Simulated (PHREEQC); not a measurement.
Consider water at 77 °C with 0.002 mol CaSO4, 0.0024 mol Na2SO4 and 6.3e-05 mol NaCl per kg of water. Closed to the air; pH follows from the charge balance.

The numbers come from PHREEQC with the Pitzer model, pitzer.dat.

```json
{
  "ionic_strength": "0.0153 mol/kgw",
  "specific_conductance": "2440 µS/cm",
  "osmotic_coefficient": "0.853"
}
```

```tsv
species	molality	activity	log γ
Na+	0.00486	0.00424	-0.059
SO4-2	0.00440	0.00229	-0.284
Ca+2	0.00200	0.000872	-0.361
Cl-	6.30e-5	5.49e-5	-0.060
OH-	7.82e-7	6.72e-7	-0.066
HSO4-	3.94e-7	3.46e-7	-0.057
H+	3.87e-7	3.35e-7	-0.063
```

This is a speciation only: nothing precipitates in the calculation. Away from 25 °C the constants follow the database's enthalpies or fits; those with neither stay at their 25 °C values.
